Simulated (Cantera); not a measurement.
Input: 1 mol Si, 12 mol NH3, 13 mol H2, 0.023 mol O2, held at 1673.15 K.

These are equilibrium values from Cantera (NASA tables, ideal gas, pure condensed phases), not measurements of a reactor. Candidate condensed phases: H2O, Si, SiO2, Si2N2O, Si3N4; 35 gas species. Mutual solubility and eutectic melting of coexisting phases are not modelled. The numbers say what is thermodynamically allowed, not how fast it happens.

**Question.** Which condensed phases are stable at each of these points (P (Pa)): 10, 61, 370, 2200, 13000, 82000, 500000, 3000000?

**Answer.** 
```csv
P (Pa),condensed phases,Si condensed (%)
10,Si(s),79.1
61,Si(s),92.6
370,Si(s),94.9
2200,Si2N2O(s) + Si3N4(s),95.8
13000,Si2N2O(s) + Si3N4(s),99.6
82000,Si2N2O(s) + Si3N4(s),100.0
500000,Si2N2O(s) + Si3N4(s),100.0
3000000,Si2N2O(s) + Si3N4(s),100.0
```

From 10.0 Pa to 370 Pa the condensed part is Si(s). From 2200 Pa to 3000000 Pa the condensed part is Si2N2O(s) + Si3N4(s).
